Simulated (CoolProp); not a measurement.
Properties of nitrogen at several states.

The numbers come from the reference Helmholtz-energy equation of state, Span 2000 in CoolProp.

```csv
T (K),p (kPa),phase,density (kg/m³),cv (kJ/(kg K)),Prandtl number
148,207,gas,4.772,0.7465,0.762
157.8,77.6,gas,1.663,0.7435,0.750
233,24.5,gas,0.3544,0.7424,0.728
```

Viscosity comes from a separate model (Lemmon 2004). Thermal conductivity comes from a separate model (Lemmon 2004).
